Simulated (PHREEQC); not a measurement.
Consider water at 25 °C with 21 mmol/kgw Cu(BF4)2 and 0.0038 mmol/kgw H2SO4. Closed to the air; pH follows from the charge balance.

The numbers come from PHREEQC with the ion-association model, wateq4f.dat.

### Question
The ionic strength comes out as 0.0641 mol/kgw. What activity coefficients do BF3OH-, BF4-, H+, SO4-2, Cu+2 get?

### Answer
BF3OH- 0.78, BF4- 0.78, H+ 0.84, SO4-2 0.43, Cu+2 0.45.

Precipitation was switched off in this run. Real BF4- forms and hydrolyses slowly; the run takes it at equilibrium.
